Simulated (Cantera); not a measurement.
Input: 1 mol MgO, 0.71 mol CH₄, 2.3 mol CO, at 2525 K and 1.95 Torr.

These are equilibrium values from Cantera (NASA tables, ideal gas, pure condensed phases), not measurements of a reactor. Candidate condensed phases: C, C₆H₆, C₇H₈, C₈H₁₈, H₂O, Mg, MgCO₃, MgO, Mg(OH)₂; 116 gas species. The tables' values for MgH are old estimates; treat these amounts as uncertain. The numbers say what is thermodynamically allowed, not how fast it happens.

Base state: CO 0.483, H 0.188, Mg 0.164, H₂ 0.117, H₂O 0.0196, CO₂ 0.0129, O 0.00708, OH 0.00672 (mole fractions); condensed: gas only.

Task: What changes in the equilibrium state with this change: CO from 2.3 to 0.043 mol?

Result: 
| species | before | after |
|---|---|---|
| Mg | 0.164 | 0.269 |
| H | 0.188 | 0.250 |
| H₂ | 0.117 | 0.206 |
| CO | 0.483 | 0.197 |
| H₂O | 0.0196 | 0.0468 |
| CO₂ | 0.0129 | 0.00711 |
| OH | 0.00672 | 0.0121 |
| MgOH | 0.000147 | 0.000432 |
| MgO | 0.000355 | 0.000787 |
| MgH | 5.75e-5 | 0.000125 |
